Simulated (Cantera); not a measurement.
## Premixed flame

A freely propagating, adiabatic, planar premixed flame of 8.76 % C₂H₄, 18.7 % O₂, 70.6 % N₂, 1.93 % H₂O, unburnt at 475 K and 520000 Pa; mixture-averaged transport, grid criteria slope 0.08 and curve 0.16, no radiation.

Model: GRI-Mech 3.0 (53 species, 325 reactions), integrated in Cantera. GRI-Mech 3.0 was tuned for natural gas; its chemistry of ethylene as a main component is partial and can be far from experiment. Burning velocities carry a grid error of a few per cent, more on coarse grids.

```json
[
 {"z (mm)": "-0.167", "T (K)": "475", "u (m/s)": "1.16", "x C₂H₄": "0.0875", "x O₂": "0.187", "x O": "<1e-8", "x NO": "<1e-8", "x OH": "<1e-8", "x CO₂": "4.98e-8"},
 {"z (mm)": "-0.111", "T (K)": "476", "u (m/s)": "1.16", "x C₂H₄": "0.0873", "x O₂": "0.187", "x O": "<1e-8", "x NO": "<1e-8", "x OH": "<1e-8", "x CO₂": "1.01e-6"},
 {"z (mm)": "-0.0836", "T (K)": "479", "u (m/s)": "1.17", "x C₂H₄": "0.0871", "x O₂": "0.186", "x O": "<1e-8", "x NO": "<1e-8", "x OH": "<1e-8", "x CO₂": "6.22e-6"},
 {"z (mm)": "-0.0557", "T (K)": "508", "u (m/s)": "1.25", "x C₂H₄": "0.0859", "x O₂": "0.183", "x O": "<1e-8", "x NO": "2.69e-8", "x OH": "1.53e-7", "x CO₂": "8.40e-5"},
 {"z (mm)": "-0.0279", "T (K)": "808", "u (m/s)": "2.04", "x C₂H₄": "0.0734", "x O₂": "0.156", "x O": "2.11e-6", "x NO": "8.82e-7", "x OH": "3.19e-5", "x CO₂": "0.00193"},
 {"z (mm)": "-0.0139", "T (K)": "1229", "u (m/s)": "3.17", "x C₂H₄": "0.0493", "x O₂": "0.116", "x O": "5.50e-5", "x NO": "3.96e-6", "x OH": "0.000301", "x CO₂": "0.00663"},
 {"z (mm)": "0", "T (K)": "1652", "u (m/s)": "4.35", "x C₂H₄": "0.0204", "x O₂": "0.0705", "x O": "0.000282", "x NO": "1.00e-5", "x OH": "0.000903", "x CO₂": "0.0146"},
 {"z (mm)": "0.0139", "T (K)": "1935", "u (m/s)": "5.16", "x C₂H₄": "0.00453", "x O₂": "0.0378", "x O": "0.000469", "x NO": "2.12e-5", "x OH": "0.00184", "x CO₂": "0.0238"},
 {"z (mm)": "0.0279", "T (K)": "2094", "u (m/s)": "5.60", "x C₂H₄": "0.000558", "x O₂": "0.0189", "x O": "0.000621", "x NO": "3.81e-5", "x OH": "0.00293", "x CO₂": "0.0330"},
 {"z (mm)": "0.0557", "T (K)": "2203", "u (m/s)": "5.87", "x C₂H₄": "3.66e-6", "x O₂": "0.00486", "x O": "0.000715", "x NO": "7.21e-5", "x OH": "0.00409", "x CO₂": "0.0471"},
 {"z (mm)": "0.111", "T (K)": "2250", "u (m/s)": "5.96", "x C₂H₄": "<1e-8", "x O₂": "0.000988", "x O": "0.000508", "x NO": "0.000103", "x OH": "0.00383", "x CO₂": "0.0580"},
 {"z (mm)": "0.223", "T (K)": "2283", "u (m/s)": "6.04", "x C₂H₄": "<1e-8", "x O₂": "0.000411", "x O": "0.000269", "x NO": "0.000117", "x OH": "0.00290", "x CO₂": "0.0608"},
 {"z (mm)": "0.446", "T (K)": "2310", "u (m/s)": "6.10", "x C₂H₄": "<1e-8", "x O₂": "0.000175", "x O": "0.000114", "x NO": "0.000123", "x OH": "0.00194", "x CO₂": "0.0610"}
]
```
x: mole fraction of selected species; z is measured from the peak of heat release.

```json
{
 "laminar_burning_velocity": "116 cm/s",
 "thermal_thickness": "0.0557 mm",
 "peak x(O)": "0.000721",
 "peak x(OH)": "0.00417",
 "grid_points": "152"
}
```
